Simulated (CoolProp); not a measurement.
Computed with CoolProp (reference Helmholtz-energy equation of state, Lemmon 2006). It is a short technical equation, of lower accuracy than the large ones.

Q: Give the vapour pressure (bar), liquid cp (kJ/(kg K)), vapour Z, surface tension (mN/m) of saturated R142b at 238.6, 251.4, 253.2 K.

A: 
```csv
T (K),p (bar),liquid cp (kJ/(kg K)),vapour Z,surface tension (mN/m)
238.6,0.318,1.18,0.981,19.3
251.4,0.589,1.21,0.972,17.6
253.2,0.639,1.21,0.970,17.3
```

Surface tension comes from a separate correlation (Mulero 2012).
